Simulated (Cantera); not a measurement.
Input: 1 mol Al2O3, 1 mol HCl, equilibrated at 750 Torr.

Equilibrium computed with Cantera from the NASA thermochemical tables; the gas is ideal and each condensed phase is pure. Candidate condensed phases: Al, AlCl3, Al2O3, H2O; 29 gas species. Kinetics and transport are ignored.

At 825 °C, list the 5 most abundant gas species with their mole fractions, and the condensed phases.

HCl 0.998, H2O 0.00104, AlCl3 0.000690, H2 1.64e-5, Cl2 1.37e-5. Condensed: Al2O3(s).
